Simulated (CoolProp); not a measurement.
Saturation properties of carbon monoxide.

Values from CoolProp's reference Helmholtz-energy equation of state, Lemmon 2006. It is a short technical equation, of lower accuracy than the large ones.

```json
[
 {"T (°C)": "-166.95", "p (MPa)": "0.8383", "liquid density (kg/m³)": "670.7", "vapour density (kg/m³)": "32.55", "enthalpy of vaporisation (kJ/kg)": "170.7", "liquid cp (kJ/(kg K))": "2.438"},
 {"T (°C)": "-165.05", "p (MPa)": "0.9475", "liquid density (kg/m³)": "659.3", "vapour density (kg/m³)": "36.90", "enthalpy of vaporisation (kJ/kg)": "166.0", "liquid cp (kJ/(kg K))": "[?]"},
 {"T (°C)": "-163.25", "p (MPa)": "1.060", "liquid density (kg/m³)": "648.1", "vapour density (kg/m³)": "41.47", "enthalpy of vaporisation (kJ/kg)": "161.4", "liquid cp (kJ/(kg K))": "2.555"},
 {"T (°C)": "-161.45", "p (MPa)": "1.182", "liquid density (kg/m³)": "636.4", "vapour density (kg/m³)": "46.55", "enthalpy of vaporisation (kJ/kg)": "156.4", "liquid cp (kJ/(kg K))": "2.626"},
 {"T (°C)": "-159.65", "p (MPa)": "1.313", "liquid density (kg/m³)": "624.2", "vapour density (kg/m³)": "52.18", "enthalpy of vaporisation (kJ/kg)": "151.2", "liquid cp (kJ/(kg K))": "2.710"},
 {"T (°C)": "-157.85", "p (MPa)": "1.455", "liquid density (kg/m³)": "611.5", "vapour density (kg/m³)": "58.46", "enthalpy of vaporisation (kJ/kg)": "145.6", "liquid cp (kJ/(kg K))": "2.811"},
 {"T (°C)": "-156.05", "p (MPa)": "1.607", "liquid density (kg/m³)": "598.0", "vapour density (kg/m³)": "65.50", "enthalpy of vaporisation (kJ/kg)": "139.6", "liquid cp (kJ/(kg K))": "2.935"},
 {"T (°C)": "-154.25", "p (MPa)": "1.771", "liquid density (kg/m³)": "583.8", "vapour density (kg/m³)": "73.42", "enthalpy of vaporisation (kJ/kg)": "133.1", "liquid cp (kJ/(kg K))": "3.088"},
 {"T (°C)": "-152.35", "p (MPa)": "1.956", "liquid density (kg/m³)": "567.6", "vapour density (kg/m³)": "82.95", "enthalpy of vaporisation (kJ/kg)": "125.7", "liquid cp (kJ/(kg K))": "3.297"},
 {"T (°C)": "-150.55", "p (MPa)": "2.144", "liquid density (kg/m³)": "[?]", "vapour density (kg/m³)": "[?]", "enthalpy of vaporisation (kJ/kg)": "117.9", "liquid cp (kJ/(kg K))": "3.564"},
 {"T (°C)": "-148.75", "p (MPa)": "2.346", "liquid density (kg/m³)": "533.0", "vapour density (kg/m³)": "105.5", "enthalpy of vaporisation (kJ/kg)": "109.3", "liquid cp (kJ/(kg K))": "3.938"},
 {"T (°C)": "-146.95", "p (MPa)": "2.561", "liquid density (kg/m³)": "512.7", "vapour density (kg/m³)": "119.9", "enthalpy of vaporisation (kJ/kg)": "99.53", "liquid cp (kJ/(kg K))": "4.509"},
 {"T (°C)": "-145.15", "p (MPa)": "2.790", "liquid density (kg/m³)": "489.2", "vapour density (kg/m³)": "137.8", "enthalpy of vaporisation (kJ/kg)": "[?]", "liquid cp (kJ/(kg K))": "5.495"},
 {"T (°C)": "-143.35", "p (MPa)": "3.036", "liquid density (kg/m³)": "460.0", "vapour density (kg/m³)": "161.6", "enthalpy of vaporisation (kJ/kg)": "73.68", "liquid cp (kJ/(kg K))": "7.657"}
]
```

Task: Complete the blanks.

Result: 
- -165.05, liquid cp (kJ/(kg K)): 2.494
- -150.55, liquid density (kg/m³): 551.1
- -150.55, vapour density (kg/m³): 93.34
- -145.15, enthalpy of vaporisation (kJ/kg): 88.03

It boils at -191.5 °C under 1 atm.
